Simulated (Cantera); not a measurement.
Charge: 1 mol Si₃N₄, 0.0014 mol H₂O, 3.9 mol N₂, at 1400 Pa.

Cantera equilibrium calculation (NASA polynomials, part measured and part estimated; ideal gas, pure solids and liquids). Candidate condensed phases: H₂O, Si, SiO₂, Si₂N₂O, Si₃N₄; 35 gas species. Mutual solubility and eutectic melting of coexisting phases are not modelled. The numbers say what is thermodynamically allowed, not how fast it happens. All values below are at 1250 K.

Base state: N₂ 1.000, H₂ 0.000359 (mole fractions); condensed: Si₂N₂O(s) + Si₃N₄(s).

**Question.** What changes in the equilibrium state with this change: H₂O from 0.0014 to 0.0075 mol?

**Answer.** 
| species | before | after |
|---|---|---|
| N₂ | 1.000 | 0.998 |
| H₂ | 0.000359 | 0.00192 |
| Si₂N₂O(s), mol | 0.00140 | 0.00750 |
| Si₃N₄(s), mol | 0.999 | 0.995 |

**Question.** What changes in the equilibrium state with this change: 0.48 mol HF added?

**Answer.** 
| species | before | after |
|---|---|---|
| N₂ | 1.000 | 0.916 |
| H₂ | 0.000359 | 0.0551 |
| SiF₄ | 0 | 0.0271 |
| HF | 0 | 0.000898 |
| SiF₃ | 0 | 0.000349 |
| SiHF₃ | 0 | 9.39e-5 |
| Si₂N₂O(s), mol | 0.00140 | 0.00140 |
| Si₃N₄(s), mol | 0.999 | 0.959 |
The tables' values for SiF₃ are old estimates; treat these amounts as uncertain.
